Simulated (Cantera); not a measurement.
**Thermodynamics of carbon deposition, reforming and gasification, feed C6H6 + NH3**

Feed: 1 mol C6H6, 0.24 mol NH3, equilibrated at 77.0 Pa.

These are equilibrium values from Cantera (NASA tables, ideal gas, pure condensed phases), not measurements of a reactor. Candidate condensed phases: C, C6H6, C7H8, C8H18; 92 gas species. Equilibrium is a limit: real reactors are often held back by kinetics, nucleation or transport.

```json
[
 {"T (K)": "950", "x H2": "0.965", "x H": "1.97e-8", "x N2": "0.0345", "x HCN": "4.07e-7", "x C2H2 (acetylene)": "2.65e-10", "x HNC": "4.10e-10", "n C(graphite)": "6.00"},
 {"T (K)": "1150", "x H2": "0.965", "x H": "2.64e-6", "x N2": "0.0345", "x HCN": "7.63e-6", "x C2H2 (acetylene)": "3.73e-8", "x HNC": "2.92e-8", "n C(graphite)": "6.00"},
 {"T (K)": "1350", "x H2": "0.965", "x H": "8.44e-5", "x N2": "0.0345", "x HCN": "5.94e-5", "x C2H2 (acetylene)": "1.20e-6", "x HNC": "5.84e-7", "n C(graphite)": "6.00"},
 {"T (K)": "1550", "x H2": "0.964", "x H": "0.00111", "x N2": "0.0343", "x HCN": "0.000271", "x C2H2 (acetylene)": "1.55e-5", "x HNC": "5.34e-6", "n C(graphite)": "6.00"},
 {"T (K)": "1750", "x H2": "0.957", "x H": "0.00820", "x N2": "0.0339", "x HCN": "0.000861", "x C2H2 (acetylene)": "0.000110", "x HNC": "2.91e-5", "n C(graphite)": "6.00"},
 {"T (K)": "1950", "x H2": "0.925", "x H": "0.0397", "x N2": "0.0327", "x HCN": "0.00210", "x C2H2 (acetylene)": "0.000505", "x HNC": "0.000108", "n C(graphite)": "5.99"},
 {"T (K)": "2150", "x H2": "0.826", "x H": "0.138", "x N2": "0.0299", "x HCN": "0.00401", "x C2H2 (acetylene)": "0.00160", "x HNC": "0.000294", "n C(graphite)": "5.97"},
 {"T (K)": "2350", "x H2": "0.613", "x H": "0.352", "x N2": "0.0251", "x HCN": "0.00589", "x C2H2 (acetylene)": "0.00338", "x HNC": "0.000574", "n C(graphite)": "5.94"}
]
```
x: gas mole fraction; n: condensed amount in mol.

From 950 K to 2350 K the condensed part is C(graphite). The main C-bearing gas is CH4 at 950 K and C2H2 (acetylene) at 2350 K.
